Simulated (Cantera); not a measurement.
Diamond growth

A diamond (100) surface in a fixed gas of H2 with x(CH4) = 0.0047, x(H) = 0.0016, x(CH3) = 1.5e-05, at 1100 K; coverages are run to steady state.

Computed with Cantera and the Harris–Goodwin 1993 mechanism for the reconstructed diamond (100) surface.

```
P (Pa)  growth (µm/h)  θ c6HH  θ c6H*  θ c6*H  θ c6**    θ c6HM
------  -------------  ------  ------  ------  ------  --------
680            0.0109   0.518  0.0276   0.437  0.0166  0.000347
1100           0.0241   0.518  0.0276   0.437  0.0166  0.000528
1800           0.0547   0.517  0.0276   0.437  0.0166  0.000784
2900            0.119   0.517  0.0276   0.437  0.0166   0.00110
4800            0.259   0.517  0.0276   0.437  0.0166   0.00150
7800            0.523   0.517  0.0276   0.436  0.0166   0.00189
13000            1.04   0.516  0.0276   0.436  0.0166   0.00228
21000            1.89   0.516  0.0276   0.436  0.0166   0.00259
```
θ: site fractions in the mechanism's names (c6HH fully hydrogenated, c6H* and c6*H radical sites, c6** diradical, c6HM methylated).
